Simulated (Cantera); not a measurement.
Cantera run:

```python
import numpy as np
import cantera as ct

gas_names = [...]  # 95 gases of nasa_gas.yaml made of C, F, H
cond_names = """
    C(gr) C6H6(L) C7H8(L) C8H18(L),n-octa
""".split()


# ... load() reads the species with a 1 bar reference pressure and builds the phases ...
atoms = {
    'CHF3': {'C': 1, 'H': 1, 'F': 3},
    'H2': {'H': 2},
    'CH4': {'C': 1, 'H': 4},
}
top_T = {'C(gr)': 4500}  # K; cautious upper limits of use, not melting points


# ... equilibrate(T, P, feed) seeds the gas with the atoms and calls Mixture.equilibrate('TP', solver="vcs", rtol=1e-11, max_steps=5000) ...
results = []
feed = {'CHF3': 1, 'H2': 1.5, 'CH4': 1.5}  # mol
T = 1525  # K
P = 6700  # Pa
mix = equilibrate(T, P, feed)
results.append((T, P, feed, dict(zip(mix.species_names, mix.species_moles))))
x = sorted(zip(gas.X, gas.species_names), reverse=True)
print(f"T = {T:g} K  P = {P:g} Pa  gas = {mix.phase_moles(0):.4g} mol")
print("   x: " + "  ".join(f"{s} {v:.3e}" for v, s in x if v > 1e-06))
print("   condensed (mol): " + ("  ".join(f"{mix.phase(i).name} {mix.phase_moles(i):.4g}"
      for i in range(1, mix.n_phases) if mix.phase_moles(i) > 1e-12) or "none"))
```

Output:

```
T = 1525 K  P = 6700 Pa  gas = 6.5 mol
   x: H2 5.383e-01  HF 4.615e-01  H 6.706e-05  CH4 4.430e-05  C2H2,acetylene 6.509e-06
   condensed (mol): C(gr) 2.5
```

Method: chemical equilibrium by Gibbs-energy minimisation in Cantera with the NASA 1993 tables (ideal gas, pure condensed phases).
